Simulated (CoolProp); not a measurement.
n-dodecane along the isotherm 346.85 °C: Z from the reference equation and from simpler models built on Tc = 385.0 °C, pc = 18.18 bar, ω = 0.574; each cubic takes its own stable root.

Model: reference Helmholtz-energy equation of state, Lemmon 2004, in CoolProp. It is a short technical equation, of lower accuracy than the large ones.

```json
[
 {"p (bar)": "3.41", "phase": "gas", "reference": "0.8993"},
 {"p (bar)": "6.82", "phase": "gas", "reference": "0.7831"},
 {"p (bar)": "10.2", "phase": "gas", "reference": "0.6344"},
 {"p (bar)": "13.6", "phase": "liquid", "reference": "0.1038"},
 {"p (bar)": "17", "phase": "liquid", "reference": "0.1277"},
 {"p (bar)": "20.4", "phase": "liquid", "reference": "0.1512"},
 {"p (bar)": "23.9", "phase": "liquid", "reference": "0.1750"},
 {"p (bar)": "27.3", "phase": "liquid", "reference": "0.1979"}
]
```

**Question.** How far does each simpler model (van der Waals, Redlich-Kwong, Peng-Robinson) lie from the reference over these 8 states: mean and median of the absolute difference, and the worst?

**Answer.** 
- van der Waals: mean 102.8 %, median 70.8 %, worst +490.7 % at 346.85 °C and 13.6 bar
- Redlich-Kwong: mean 25.7 %, median 32.5 %, worst +44.7 % at 346.85 °C and 13.6 bar
- Peng-Robinson: mean 8.8 %, median 11.1 %, worst +14.8 % at 346.85 °C and 13.6 bar

At some of these states van der Waals gives the other phase, because its saturation line lies elsewhere.
